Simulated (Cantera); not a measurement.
Feed: 1 mol toluene, 0.52 mol O2, 0.27 mol N2, held at 2202 °C and 3.70 bar.

Equilibrium computed with Cantera from the NASA thermochemical tables; the gas is ideal and each condensed phase is pure. Candidate condensed phases: C, C6H6, C7H8, C8H18, H2O; 136 gas species. Kinetics and transport are ignored.

Base state: H2 0.730, CO 0.195, N2 0.0440, HCN 0.0119, H 0.01000, C2H2 (acetylene) 0.00710, HNC 0.00135, CH4 0.000308 (mole fractions); condensed: C(graphite).

Q: What changes in the equilibrium state with this change: pressure from 3.70 bar to 1 atm?

A: 
```json
[
 {"species": "H2", "before": "0.730", "after": "0.723"},
 {"species": "CO", "before": "0.195", "after": "0.194"},
 {"species": "N2", "before": "0.0440", "after": "0.0438"},
 {"species": "H", "before": "0.01000", "after": "0.0190"},
 {"species": "HCN", "before": "0.0119", "after": "0.0118"},
 {"species": "CH4", "before": "0.000308", "after": "8.27e-5"},
 {"species": "C2H4", "before": "1.53e-5", "after": "4.09e-6"},
 {"species": "H2O", "before": "1.36e-5", "after": "3.68e-6"},
 {"species": "C(graphite), mol", "before": "5.81", "after": "5.81"}
]
```
